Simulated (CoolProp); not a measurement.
The fluid at 330.33 K and 0.608 MPa is throttled through a valve to 0.293 MPa with no heat exchange. The same conditions are run with several fluids, on thermodynamics alone (safety and materials aside).

Model: reference Helmholtz-energy equation of state of each fluid (R123: Younglove 1994; R1336mzz(Z): McLinden 2020; R113: Marx 1992; benzene: Thol 2012; R245ca: Zhou 2016), in CoolProp.

```tsv
fluid	temperature change (K)	final phase	final density (kg/m³)
R123	+0.1	liquid	1380
R1336mzz(Z)	+0.0	liquid	1280
R113	+0.1	liquid	1480
benzene	+0.1	liquid	839
R245ca	-0.9	two-phase, vapour fraction 0.008	800
```
